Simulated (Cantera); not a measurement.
An isothermal, constant-pressure homogeneous reactor starts with C₂H₆ : N₂ = 1 : 11 (molar parts), at 1200 K and 0.910 bar.

Computed with Cantera and GRI-Mech 3.0 (53 species, 325 reactions). GRI-Mech 3.0 stops at C3 and has no aromatics, soot or wall deposition, so with more carbon than oxygen in the feed, carbon stays in small species such as C2H2 where larger ones or solid carbon would form.

x: mole fraction; the columns are a selection and need not sum to one.

| t (s) | x C₂H₆ | x HCN | x C₂H₄ | x C₂H₂ | x C₂H | x H | x CH₄ |
|---|---|---|---|---|---|---|---|
| 0.000300 | 0.0829 | 1.04e-12 | 0.000308 | 8.23e-8 | <1e-12 | 8.09e-7 | 3.94e-5 |
| 0.00120 | 0.0797 | 8.63e-12 | 0.00315 | 9.58e-6 | <1e-12 | 1.31e-6 | 0.000296 |
| 0.00482 | 0.0663 | 1.58e-11 | 0.0146 | 0.000203 | 3.74e-12 | 1.45e-6 | 0.00144 |
| 0.0193 | 0.0297 | 2.13e-11 | 0.0444 | 0.00219 | 1.53e-11 | 1.78e-6 | 0.00539 |
| 0.0775 | [?] | 2.37e-11 | [?] | [?] | 2.67e-11 | [?] | [?] |
| 0.311 | 0.000570 | 2.41e-11 | 0.0499 | 0.0198 | 2.53e-11 | 5.89e-7 | 0.0114 |
| 1.24 | 0.000442 | 2.49e-11 | 0.0367 | 0.0309 | 3.24e-11 | 5.28e-7 | 0.0143 |
| 4.99 | 0.000358 | 2.75e-11 | 0.0313 | 0.0331 | 2.69e-11 | 3.90e-7 | 0.0208 |
| 20.0 | [?] | 3.31e-11 | [?] | 0.0325 | 1.81e-11 | [?] | [?] |

Problem. Some entries are withheld; supply them.

Solution. 
- 0.0775, x C₂H₆: 0.00251
- 0.0775, x C₂H₄: 0.0593
- 0.0775, x C₂H₂: 0.00995
- 0.0775, x H: 1.10e-6
- 0.0775, x CH₄: 0.00990
- 20.0, x C₂H₆: 0.000268
- 20.0, x C₂H₄: 0.0269
- 20.0, x H: 2.33e-7
- 20.0, x CH₄: 0.0320
